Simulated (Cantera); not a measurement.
# Thermodynamics of abatement and gas-phase synthesis, feed CS₂ + O₂ + H₂

A closed system holds: 1 mol CS₂, 0.023 mol O₂, a varied amount of H₂, equilibrated at 750 °C and 0.470 bar.

Cantera equilibrium calculation (NASA polynomials, part measured and part estimated; ideal gas, pure solids and liquids). Candidate condensed phases: C, C₆H₆, C₇H₈, C₈H₁₈, H₂O, H₂SO₄, S; 123 gas species. Gases not in the tables: S₃ to S₇. Rates play no part.

From 0.8 mol H₂ to 6 mol H₂ the condensed part is C(graphite). The main C-bearing gas is CS₂ at 0.8 mol H₂ and CH₄ at 6 mol H₂. The share of C in condensed phases is highest at 3.1 mol H₂ (92.8 %) and lowest at 0.8 mol H₂ (41.1 %).

```
n(H₂) (mol)  log p H₂S  log p H₂  log p CS₂  log p S₂  log p CO  log p CH₄  log p COS  n C(graphite)
-----------  ---------  --------  ---------  --------  --------  ---------  ---------  -------------
0.8              -0.62     -1.83      -0.76     -1.64     -2.01      -4.78      -2.30          0.411
0.95             -0.57     -1.74      -0.83     -1.71     -2.02      -4.60      -2.35          0.471
1.1              -0.53     -1.66      -0.91     -1.79     -2.04      -4.45      -2.40          0.529
1.3              -0.49     -1.57      -1.03     -1.90     -2.05      -4.26      -2.47          0.606
1.6              -0.45     -1.42      -1.23     -2.11     -2.07      -3.97      -2.59          0.714
1.9              -0.43     -1.28      -1.49     -2.36     -2.08      -3.68      -2.74          0.807
2.2              -0.44     -1.12      -1.81     -2.69     -2.10      -3.37      -2.92          0.876
2.6              -0.47     -0.93      -2.25     -3.13     -2.15      -2.99      -3.18          0.918
3.1              -0.53     -0.78      -2.68     -3.55     -2.21      -2.69      -3.46          0.928
3.6              -0.59     -0.69      -2.98     -3.85     -2.27      -2.51      -3.67          0.924
4.3              -0.66     -0.61      -3.28     -4.15     -2.34      -2.35      -3.89          0.911
5.1              -0.73     -0.56      -3.53     -4.41     -2.41      -2.24      -4.09          0.892
6                -0.80     -0.52      -3.74     -4.62     -2.48      -2.16      -4.27          0.868
```
log p: log10 of the partial pressure in bar; n: condensed amount in mol.
